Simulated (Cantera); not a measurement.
A closed system holds: 1 mol Ca(OH)2, 0.99 mol H2O, 9.8 mol O2, held at 1273.15 K and 0.000290 bar.

Method: chemical equilibrium by Gibbs-energy minimisation in Cantera with the NASA 1993 tables (ideal gas, pure condensed phases). Candidate condensed phases: Ca, CaO, Ca(OH)2, H2O; 14 gas species. Equilibrium is a limit: real reactors are often held back by kinetics, nucleation or transport.

Base state: O2 0.831, H2O 0.169, OH 0.000107 (mole fractions); condensed: CaO(s).

**Question.** What changes in the equilibrium state with this change: temperature from 1273.15 K to 1675 K?

**Answer.** 
```
species        before     after
-----------  --------  --------
O2              0.831     0.828
H2O             0.169     0.166
OH           0.000107   0.00426
H             3.20e-8   8.77e-5
O             5.77e-6   0.00182
H2            5.80e-7  0.000165
CaO(s), mol      1.00     1.000
```
